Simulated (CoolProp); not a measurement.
Vapour pressure (bar) of ethylbenzene: the reference equation beside estimates from Tc = 617.1 K, pc = 36.22 bar, ω = 0.304. Clausius-Clapeyron is anchored at 354.2 K with a constant enthalpy of vaporisation of 38.99 kJ/mol.

Computed with CoolProp (reference Helmholtz-energy equation of state, Zhou 2012).

```tsv
T (K)	reference	Lee-Kesler	Clausius-Clapeyron	Redlich-Kwong	Soave-Redlich-Kwong	Peng-Robinson
313.4	0.02911	0.02764	[?]	0.1012	0.02841	0.03067
333.8	0.07614	0.07294	0.07773	0.2283	0.07447	0.07858
354.2	0.1746	0.1691	0.1746	0.4582	0.1715	0.1777
374.6	0.3597	0.3522	0.3591	0.8372	0.3550	0.3629
395	0.6786	0.6710	[?]	1.418	0.6732	[?]
415.4	1.190	1.186	1.228	2.256	1.187	1.190
435.8	1.962	1.969	2.083	3.410	1.968	1.960
456.2	3.075	3.099	3.371	4.938	3.099	3.073
476.6	4.613	4.663	5.234	6.896	4.672	4.619
497	6.671	6.751	7.839	9.340	6.787	6.698
```

### Question
What belongs in the gaps?

### Answer

- 313.4, Clausius-Clapeyron: 0.03115
- 395, Clausius-Clapeyron: 0.6855
- 395, Peng-Robinson: 0.6807

Absolute difference from the reference over all 10 rows, mean and median: Lee-Kesler 1.9 and 1.2 %, Clausius-Clapeyron 6.0 and 4.7 %, Redlich-Kwong 116.5 and 99.3 %, Soave-Redlich-Kwong 1.3 and 1.3 %, Peng-Robinson 1.2 and 0.4 %.
